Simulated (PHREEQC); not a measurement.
A solution holds 0.11 mol NaHSO4, 0.00077 mol Na2SO4, 0.00017 mol KCl and 0.13 mol TMAH per kg of water, at 25 °C. Closed to the air; pH follows from the charge balance.

All values are PHREEQC results (ion-association model, phreeqc.dat), not measurements.

Problem. The ionic strength comes out as 0.328 mol/kgw. What activity coefficients do Na+, OH-, NaSO4-, SO4-2, KSO4- get?

Solution. Na+ 0.73, OH- 0.67, NaSO4- 0.72, SO4-2 0.24, KSO4- 0.72.

No solid was allowed to form. Species that the database lacks are ignored. (CH3)4N+ isn't in the database: it is added as a free cation with an ion size of 4 Å.
